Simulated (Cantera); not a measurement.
Predominance diagram of Zr at 1725 K against the partial pressures of O2 and N2 (log10, bar). Standard-state values (1 bar) from the NASA 1993 polynomials, evaluated with Cantera. Candidates: Zr(β), ZrN(s), ZrO2(tetragonal). Only these pure phases compete in this equilibrium. ZrN: taken at fixed stoichiometry.

### Question
Which phase is stable at these pairs, and which metal-bearing vapour leads over it? (-17.8, -8.7); (-7.8, 0); (-7.8, -12); (-2.2, -10.9); (-14.4, -6.5); (-12.2, -3.3); (-14.4, -3.3)

### Answer
| log p(O2) | log p(N2) | phase | chief vapour | log p (bar) |
|---|---|---|---|---|
| -17.8 | -8.7 | ZrO2(tetragonal) | ZrO | -12.7 |
| -7.8 | 0 | ZrO2(tetragonal) | ZrO2 | -13.7 |
| -7.8 | -12 | ZrO2(tetragonal) | ZrO2 | -13.7 |
| -2.2 | -10.9 | ZrO2(tetragonal) | ZrO2 | -13.7 |
| -14.4 | -6.5 | ZrO2(tetragonal) | ZrO2 | -13.7 |
| -12.2 | -3.3 | ZrO2(tetragonal) | ZrO2 | -13.7 |
| -14.4 | -3.3 | ZrO2(tetragonal) | ZrO2 | -13.7 |
